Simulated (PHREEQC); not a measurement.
# Nickel, zinc or cadmium bath (model solution)

Make-up at 55 °C: 0.1 mol/kgw Ni(NO3)2, 0.0021 mol/kgw Na2SO4 and 0.00031 mol/kgw NiCl2. Closed to the air; pH follows from the charge balance.

The numbers come from PHREEQC with the ion-association model, wateq4f.dat.

Each row changes one thing in this solution. This is a speciation only: nothing precipitates in the calculation.

```
case                                               pH  ionic strength (mol/kgw)  NiSO4 (mol/kgw)  SO4-2 (mol/kgw)  NiOH+ (mol/kgw)  NaSO4- (mol/kgw)  SI of Morenosite (NiSO4:7H2O)  SI of Mirabilite (Na2SO4:10H2O)
-----------------------------------------------  ----  ------------------------  ---------------  ---------------  ---------------  ----------------  -----------------------------  -------------------------------
as made                                          5.30                     0.302          0.00123         0.000862          6.82e-6           5.04e-6                          -3.12                            -8.93
Ni(NO3)2 left out                                6.37                   0.00692          5.92e-5          0.00201          4.15e-7           3.45e-5                          -4.46                            -7.86
Ni(NO3)2 replaced by NiSO4 at the same molality  5.72                     0.210           0.0489           0.0527          9.91e-6          0.000325                          -1.53                            -7.12
NiCl2 left out                                   5.30                     0.301          0.00123         0.000863          6.81e-6           5.05e-6                          -3.12                            -8.93
Ni(NO3)2 from 0.1 to 0.11 mol/kgw                5.28                     0.332          0.00125         0.000841          7.14e-6           4.75e-6                          -3.11                            -8.96
Na2SO4 from 0.0021 to 0.00021 mol/kgw            5.29                     0.301         0.000124          8.57e-5          6.73e-6           5.02e-8                          -4.12                           -11.93
```

At this temperature some constants are extrapolated from 25 °C, and those without enthalpy data are left unchanged.
